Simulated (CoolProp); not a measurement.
Model: reference Helmholtz-energy equation of state, Tillner-Roth 1997, in CoolProp.

**Question.** For CH2F2 (R32), give the phase and the speed of sound (m/s), conductivity (mW/(m K)) at 291.9 K and 0.887 MPa; 158.8 K and 0.126 MPa.

**Answer.** 
- 291.9 K and 0.887 MPa: gas; speed of sound 221, conductivity 14.3
- 158.8 K and 0.126 MPa: liquid; speed of sound 1300, conductivity 232

Thermal conductivity comes from a separate model (Huber 2003), an estimate that may be off by 10 % or more.
